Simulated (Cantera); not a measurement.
An isothermal, constant-pressure homogeneous reactor starts with C2H6 : N2 = 1 : 130 (molar parts), at 1773 K and 2.55 Torr. Integrator tolerance rtol = 1e-08.

Model: GRI-Mech 3.0 (53 species, 325 reactions), integrated in Cantera. GRI-Mech 3.0 stops at C3 and has no aromatics, soot or wall deposition, so with more carbon than oxygen in the feed, carbon stays in small species such as C2H2 where larger ones or solid carbon would form. Radical loss at walls, strong at low pressure, is not modelled.

Q: What does this change do: pressure from 2.55 Torr to 0.750 Torr?

A: 
```json
[
 {"quantity": "x(C2H6) at 1.00 s", "before": "8.87e-10 (gas-phase equilibrium <1e-12)", "after": "1.56e-9 (gas-phase equilibrium <1e-12)"},
 {"quantity": "x(CH3) at 1.00 s", "before": "3.24e-5 (gas-phase equilibrium 8.22e-9)", "after": "7.11e-5 (gas-phase equilibrium 4.38e-9)"},
 {"quantity": "x(CH2) at 1.00 s", "before": "5.11e-7 (gas-phase equilibrium 3.66e-10)", "after": "1.37e-6 (gas-phase equilibrium 3.63e-10)"},
 {"quantity": "x(H2) at 1.00 s", "before": "0.0147 (gas-phase equilibrium 0.0147)", "after": "0.0145 (gas-phase equilibrium 0.0145)"},
 {"quantity": "x(C2H) at 1.00 s", "before": "8.78e-7 (gas-phase equilibrium 1.72e-7)", "after": "1.14e-6 (gas-phase equilibrium 3.20e-7)"},
 {"quantity": "x(HCN) at 1.00 s", "before": "0.000109 (gas-phase equilibrium 0.0139)", "after": "0.000102 (gas-phase equilibrium 0.0139)"}
]
```

Q: What does this change do: pressure from 2.55 Torr to 0.338 Torr?

A: 
```csv
quantity,before,after
x(C2H6) at 1.00 s,8.87e-10 (gas-phase equilibrium <1e-12),2.60e-9 (gas-phase equilibrium <1e-12)
x(CH3) at 1.00 s,3.24e-5 (gas-phase equilibrium 8.22e-9),0.000121 (gas-phase equilibrium 2.88e-9)
x(CH2) at 1.00 s,5.11e-7 (gas-phase equilibrium 3.66e-10),2.67e-6 (gas-phase equilibrium 3.59e-10)
x(H2) at 1.00 s,0.0147 (gas-phase equilibrium 0.0147),0.0143 (gas-phase equilibrium 0.0142)
x(C2H) at 1.00 s,8.78e-7 (gas-phase equilibrium 1.72e-7),1.42e-6 (gas-phase equilibrium 4.80e-7)
x(HCN) at 1.00 s,0.000109 (gas-phase equilibrium 0.0139),9.45e-5 (gas-phase equilibrium 0.0139)
```
